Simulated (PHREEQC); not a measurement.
Solution A (0.0021 mol TMAH, 2.8e-05 mol CO2 and 0.00019 mol K2CO3 per kg of water) is mixed with solution B (1.3 mmol/kgw HF, 36 mmol/kgw H2SiF6, 3.3 mmol/kgw HBF4 and 18 mmol/kgw HCl) at 25 °C; shares are by mass of water, 1 kg in all. O2 is buffered at 0.21 atm. CO2 from the air is kept out. Only these solids could form: SiO2(a).

Computed with PHREEQC (ion-association model, wateq4f.dat).

Q: Predict pH, CO2 (mol/kgw) at share of solution B = 0.2, 0.6, 0.8, 0.9.

A: 
```csv
share of solution B,pH,CO2 (mol/kgw)
0.2,1.86,0.000174
0.6,1.35,8.72e-5
0.8,1.23,4.36e-5
0.9,1.17,2.18e-5
```

(CH3)4N+ isn't in the database: it is added as a free cation with an ion size of 4 Å. SiF6-2 is the database's only silicon fluoride. Real BF4- forms and hydrolyses slowly; the run takes it at equilibrium.
